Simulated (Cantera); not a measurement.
An isothermal, constant-pressure homogeneous reactor starts with 18.9 % C2H6, 81.1 % N2, at 1273 K and 620 Pa.

Detailed kinetics in Cantera: GRI-Mech 3.0 (53 species, 325 reactions). GRI-Mech 3.0 stops at C3 and has no aromatics, soot or wall deposition, so with more carbon than oxygen in the feed, carbon stays in small species such as C2H2 where larger ones or solid carbon would form. Radical loss at walls, strong at low pressure, is not modelled.

Q: Predict: x(C2H6) at 20.0 s; x(C2H4) at 20.0 s; x(H2) at 20.0 s; x(HCN) at 20.0 s; x(C2H2) at 20.0 s; x(H) at 20.0 s.

A: 
- x(C2H6) at 20.0 s: 2.15e-6 (gas-phase equilibrium 6.92e-8)
- x(C2H4) at 20.0 s: 0.0307 (gas-phase equilibrium 0.000623)
- x(H2) at 20.0 s: 0.185 (gas-phase equilibrium 0.269)
- x(HCN) at 20.0 s: 4.84e-9 (gas-phase equilibrium 0.0874)
- x(C2H2) at 20.0 s: 0.0909 (gas-phase equilibrium 0.0913)
- x(H) at 20.0 s: 1.28e-6 (gas-phase equilibrium 4.73e-6)
